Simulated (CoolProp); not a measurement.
The numbers come from the reference Helmholtz-energy equation of state, Schroeder 2014 in CoolProp.

Give the vapour pressure (MPa), enthalpy of vaporisation (kJ/kg), liquid cp (kJ/(kg K)), liquid viscosity (µPa s) of saturated ethanol at 357.6 K.


```csv
T (K),p (MPa),enthalpy of vaporisation (kJ/kg),liquid cp (kJ/(kg K)),liquid viscosity (µPa s)
357.6,0.128,840,3.00,403
```

Viscosity comes from a separate model (Kiselev 2005).
